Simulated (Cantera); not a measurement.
What does this Cantera script print?

```python
import numpy as np
import cantera as ct

gas_names = """
    O TaO2 CO2 CO
""".split()
cond_names = """
    C(gr) Ta2O5(s) Ta2O5(L) TaC(s) TaC(L) Ta(cr) Ta(L)
""".split()


def load(file, names, dense=False):
    # The tables refer to 1 bar. Condensed volumes are neglected.
    table = {s.name: s for s in ct.Species.list_from_file(file)}
    out = []
    for n in names:
        d = dict(table[n].input_data)
        d["thermo"] = dict(d["thermo"], **{"reference-pressure": 1e5})
        if dense:
            d["equation-of-state"] = {"model": "constant-volume", "density": "1e6 g/cm^3"}
        out.append(ct.Species.from_dict(d))
    return out


species = {s.name: s for s in load("nasa_gas.yaml", gas_names) + load("nasa_condensed.yaml", cond_names)}
# Each term lists the table entries of one substance; the one whose range holds T is used.
reactions = {
    '2 C + Ta2O5 = 2 TaC + 5 O(g)':
        [(-2, ['C(gr)']), (-1, ['Ta2O5(s)', 'Ta2O5(L)']), (2, ['TaC(s)', 'TaC(L)']), (5, ['O'])],
    'TaO2(g) + TaC = CO2(g) + 2 Ta':
        [(-1, ['TaO2']), (-1, ['TaC(s)', 'TaC(L)']), (1, ['CO2']), (2, ['Ta(cr)', 'Ta(L)'])],
    'TaO2(g) + 2 C = CO2(g) + TaC':
        [(-1, ['TaO2']), (-2, ['C(gr)']), (1, ['CO2']), (1, ['TaC(s)', 'TaC(L)'])],
    '5 CO(g) + Ta2O5 = 2 Ta + 5 CO2(g)':
        [(-5, ['CO']), (-1, ['Ta2O5(s)', 'Ta2O5(L)']), (2, ['Ta(cr)', 'Ta(L)']), (5, ['CO2'])],
}


def pick(names, T):
    return next(species[n] for n in names if species[n].thermo.min_temp <= T <= species[n].thermo.max_temp)


results = []
for label, terms in reactions.items():
    print(label)
    print("     T/K   dH/kJ  dS/(J/K)   dG/kJ   log10 K")
    for T in [2073, 2223, 2373, 2523, 2673]:
        used = [(nu, pick(names, T)) for nu, names in terms]
        dH = sum(nu * s.thermo.h(T) for nu, s in used) / 1e6
        dS = sum(nu * s.thermo.s(T) for nu, s in used) / 1e3
        dG = dH - T * dS / 1e3
        logK = -dG * 1e6 / (ct.gas_constant * T * np.log(10))
        results.append((label, T, dH, dS, dG, logK, [s.name for _, s in used]))
        print(f"{T:8g} {dH:8.1f} {dS:8.1f} {dG:8.1f} {logK:8.2f}")
```

Output:

```
2 C + Ta2O5 = 2 TaC + 5 O(g)
     T/K   dH/kJ  dS/(J/K)   dG/kJ   log10 K
    2073   2856.7    665.5   1477.0   -37.22
    2223   2846.3    660.7   1377.6   -32.37
    2373   2836.3    656.3   1278.8   -28.15
    2523   2826.5    652.3   1180.6   -24.44
    2673   2817.0    648.7   1083.1   -21.16
TaO2(g) + TaC = CO2(g) + 2 Ta
     T/K   dH/kJ  dS/(J/K)   dG/kJ   log10 K
    2073    -41.3    -18.6     -2.9     0.07
    2223    -40.4    -18.1     -0.1     0.00
    2373    -39.3    -17.6      2.5    -0.06
    2523    -38.1    -17.1      5.2    -0.11
    2673    -36.7    -16.6      7.7    -0.15
TaO2(g) + 2 C = CO2(g) + TaC
     T/K   dH/kJ  dS/(J/K)   dG/kJ   log10 K
    2073   -321.3    -18.3   -283.4     7.14
    2223   -319.5    -17.4   -280.7     6.60
    2373   -317.5    -16.6   -278.1     6.12
    2523   -315.4    -15.7   -275.7     5.71
    2673   -313.2    -14.9   -273.4     5.34
5 CO(g) + Ta2O5 = 2 Ta + 5 CO2(g)
     T/K   dH/kJ  dS/(J/K)   dG/kJ   log10 K
    2073    471.8    -87.7    653.6   -16.47
    2223    463.3    -91.7    667.1   -15.67
    2373    455.1    -95.2    681.1   -14.99
    2523    447.3    -98.4    695.6   -14.40
    2673    440.0   -101.2    710.6   -13.89
```

Standard-state values (1 bar) from the NASA 1993 polynomials, evaluated with Cantera. TaC: taken at fixed stoichiometry. Condensed species are held in their standard states even where they would react or evaporate.
